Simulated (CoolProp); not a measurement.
Vapour-liquid equilibrium of isobutane (1) + R245fa (2) at 1.38 bar; x and y are mole fractions of (1).

The numbers come from the multi-fluid Helmholtz-energy mixture model, Bücker 2006 and Akasaka 2015; pair parameters Bell 2016 in CoolProp.

### Question
Give the bubble temperature and the first vapour's composition at x = 0.05, 0.2, 0.65. Is there an azeotrope?

### Answer
x = 0.05: 284.6 K, y = 0.383; x = 0.2: 270.5 K, y = 0.695; x = 0.65: 267.2 K, y = 0.759. y crosses x between x = 0.65 and 0.8: the model has an azeotrope there.

The pair parameters rest on a limited set of measurements; away from them the model extrapolates. With so large a gap from Raoult's law the liquid may split in two, which this calculation doesn't test in full.
